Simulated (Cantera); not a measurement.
# Equilibrium for tantalum, niobium, vanadium and zirconium in process gases: Ta(OEt)5 + O2 + H2

Feed: 1 mol Ta(OEt)5, 0.051 mol O2, 81 mol H2, equilibrated at 0.340 bar.

Method: chemical equilibrium by Gibbs-energy minimisation in Cantera with the NASA 1993 tables (ideal gas, pure condensed phases). Candidate condensed phases: C, C6H6, C7H8, C8H18, H2O, Ta, TaC, Ta2O5; 113 gas species. The feed counts by its element totals alone. TaC: taken at fixed stoichiometry. Condensed phases not in the tables: Ta2C. Equilibrium is a limit: real reactors are often held back by kinetics, nucleation or transport.

From 1450 K to 2650 K the condensed part is C(graphite) + TaC(s). At 2750 K the condensed part is TaC(s).

```csv
T (K),x H2,x H,x CO,x C2H2 (acetylene),x CH4,x C2H,x C4H2,n C(graphite),n TaC(s)
1450,0.947,1.58e-5,0.0518,4.62e-6,0.00101,<1e-12,8.56e-12,3.80,1.00
1550,0.948,5.26e-5,0.0518,1.52e-5,0.000621,2.14e-12,9.38e-11,3.84,1.00
1650,0.948,0.000152,0.0517,4.32e-5,0.000406,3.02e-11,7.67e-10,3.85,1.00
1750,0.947,0.000388,0.0517,0.000109,0.000279,3.14e-10,4.92e-9,3.85,1.00
1850,0.947,0.000899,0.0517,0.000248,0.000200,2.53e-9,2.57e-8,3.83,1.00
1950,0.946,0.00191,0.0517,0.000517,0.000148,1.64e-8,1.13e-7,3.78,1.00
2050,0.943,0.00378,0.0517,0.00100,0.000113,8.87e-8,4.29e-7,3.69,1.00
2150,0.939,0.00701,0.0516,0.00182,8.81e-5,4.08e-7,1.43e-6,3.53,1.00
2250,0.933,0.0123,0.0514,0.00312,7.00e-5,1.63e-6,4.27e-6,3.27,1.00
2350,0.923,0.0205,0.0512,0.00509,5.64e-5,5.80e-6,1.15e-5,2.87,1.00
2450,0.908,0.0328,0.0509,0.00792,4.57e-5,1.85e-5,2.85e-5,2.28,1.00
2550,0.887,0.0504,0.0504,0.0118,3.71e-5,5.34e-5,6.49e-5,1.46,1.00
2650,0.858,0.0745,0.0498,0.0168,3.00e-5,0.000142,0.000137,0.342,1.00
2750,0.826,0.107,0.0490,0.0180,2.13e-5,0.000269,0.000163,0,1.00
```
x: gas mole fraction; n: condensed amount in mol.
